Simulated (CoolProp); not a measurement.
Saturation properties of nitrous oxide (Tc = 309.5 K, pc = 7245 kPa, ω = 0.161).

The numbers come from the reference Helmholtz-energy equation of state, Lemmon 2006 in CoolProp. It is a short technical equation, of lower accuracy than the large ones.

```tsv
T (K)	p (kPa)	liquid density (kg/m³)	vapour density (kg/m³)	enthalpy of vaporisation (kJ/kg)	surface tension (mN/m)
217.2	?	1130	?	334.3	?
223.4	653.8	1109	17.17	325.6	15.2
229.7	829.1	1087	21.59	316.3	13.9
235.9	1034	1065	26.77	?	?
242.2	1277	1041	33.02	296.3	11.3
248.5	?	1017	40.42	285.2	10.0
254.7	1882	991.6	49.01	273.5	8.82
261	2255	964.6	59.34	260.7	7.61
```

Task: Some entries are withheld; supply them.

Result: 
- 217.2, p (kPa): 509.9
- 217.2, vapour density (kg/m³): 13.54
- 217.2, surface tension (mN/m): 16.5
- 235.9, enthalpy of vaporisation (kJ/kg): 306.7
- 235.9, surface tension (mN/m): 12.6
- 248.5, p (kPa): 1560

It boils at 184.7 K under 1 atm.

Surface tension comes from a separate correlation (Mulero 2012).
